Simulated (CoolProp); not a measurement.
Aqueous potassium formate as a coolant, at 39 °C, 1 atm.

The numbers come from the Melinder's fits for secondary coolants in CoolProp.

```csv
mass %,freezing point (°C),cp (kJ/(kg K)),Prandtl number,conductivity (W/(m K)),viscosity (mPa s)
4.9,-2.2,3.998,4.80,0.615,0.739
8.9,-4.3,3.856,4.97,0.606,0.781
12.9,-6.6,3.719,5.14,0.597,0.826
16.9,-9.3,3.584,5.37,0.590,0.884
20.9,-12.3,3.453,5.68,0.583,0.959
24.9,-15.9,3.327,6.07,0.575,1.05
28.9,-19.9,3.208,6.49,0.567,1.15
32.9,-24.7,3.095,6.93,0.558,1.25
36.9,-30.1,2.991,7.37,0.547,1.35
40.9,-36.5,2.893,7.86,0.536,1.46
```
